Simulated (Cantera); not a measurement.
## N2O furnace oxynitridation

A perfectly stirred reactor is fed with 55.7 % N2O, 0.212 % H2, 44.0 % N2, at 0.133 bar; it is held at 1575 K, and followed from long to short residence time.

Detailed kinetics in Cantera: GRI-Mech 3.0 (53 species, 325 reactions). GRI-Mech 3.0 was tuned for natural gas; its chemistry of N2O as a main component is partial and can be far from experiment. The temperature is held fixed by assumption; the heat of reaction is taken as removed at once.

```tsv
τ (s)	x N2O	x H2	x H2O	x HO2	x O	x NO	x O2
4.2	0.00746	1.06e-6	0.00163	4.04e-8	6.80e-5	0.0764	0.176
1.6	0.0174	2.10e-6	0.00163	5.28e-8	8.81e-5	0.0885	0.166
0.59	0.0415	4.60e-6	0.00164	8.13e-8	0.000107	0.0943	0.154
0.22	0.0950	1.09e-5	0.00168	1.54e-7	0.000119	0.0901	0.135
0.084	0.192	2.66e-5	0.00174	3.49e-7	0.000127	0.0737	0.105
0.031	0.325	6.80e-5	0.00180	9.38e-7	0.000130	0.0474	0.0662
0.012	0.436	0.000159	0.00179	2.48e-6	0.000131	0.0246	0.0343
0.0044	0.505	0.000364	0.00163	6.16e-6	0.000130	0.0104	0.0145
0.0017	0.535	0.000716	0.00129	1.13e-5	0.000127	0.00415	0.00586
0.00063	0.549	0.00124	0.000775	1.48e-5	0.000121	0.00153	0.00212
0.00024	0.554	0.00174	0.000298	1.24e-5	0.000111	0.000559	0.000728
```
x: mole fraction; the columns are a selection and need not sum to one.
